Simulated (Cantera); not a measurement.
## Premixed flame

A freely propagating, adiabatic, planar premixed flame of H2 : O2 : N2 = 1 : 0.357 : 1.34 (molar parts), equivalence ratio 1.4, unburnt at 600 K and 210 Torr; mixture-averaged transport, grid criteria slope 0.08 and curve 0.16, no radiation.

Computed with Cantera and the H2/O2 subset of GRI-Mech 3.0, which has no nitrogen chemistry. Burning velocities carry a grid error of a few per cent, more on coarse grids.

| z (mm) | T (K) | u (m/s) | x H2 | x O2 | x O | x H | x H2O | x OH |
|---|---|---|---|---|---|---|---|---|
| -7.16 | 600 | 7.54 | 0.371 | 0.132 | <1e-8 | <1e-8 | <1e-8 | <1e-8 |
| -4.77 | 600 | 7.54 | 0.371 | 0.132 | <1e-8 | <1e-8 | <1e-8 | <1e-8 |
| -3.58 | 600 | 7.54 | 0.371 | 0.132 | <1e-8 | <1e-8 | <1e-8 | <1e-8 |
| -2.39 | 600 | 7.54 | 0.371 | 0.132 | <1e-8 | 1.74e-7 | 2.54e-8 | <1e-8 |
| -1.19 | 610 | 7.65 | 0.369 | 0.132 | 8.98e-6 | 0.000352 | 0.000566 | 3.86e-5 |
| -0.596 | 759 | 9.39 | 0.343 | 0.128 | 0.000313 | 0.0106 | 0.0137 | 0.000435 |
| 0 | 1175 | 14.1 | 0.201 | 0.0771 | 0.00678 | 0.0754 | 0.119 | 0.00343 |
| 0.596 | 1451 | 17.2 | 0.100 | 0.0188 | 0.00983 | 0.111 | 0.226 | 0.00776 |
| 1.19 | 1565 | 18.4 | 0.0938 | 0.0116 | 0.00931 | 0.105 | 0.241 | 0.00964 |
| 2.39 | 1695 | 19.8 | 0.0988 | 0.00954 | 0.00849 | 0.0906 | 0.246 | 0.0115 |
| 4.77 | 1846 | 21.3 | 0.104 | 0.00759 | 0.00709 | 0.0738 | 0.253 | 0.0131 |
| 9.54 | 1997 | 22.8 | 0.109 | 0.00559 | 0.00536 | 0.0577 | 0.262 | 0.0138 |
| 19.1 | 2145 | 24.2 | 0.112 | 0.00366 | 0.00354 | 0.0425 | 0.272 | 0.0132 |
x: mole fraction of selected species; z is measured from the peak of heat release.

```json
{
 "laminar_burning_velocity": "754 cm/s",
 "thermal_thickness": "2.39 mm",
 "peak x(O)": "0.00994",
 "peak x(H)": "0.111",
 "peak x(OH)": "0.0138",
 "grid_points": "134"
}
```
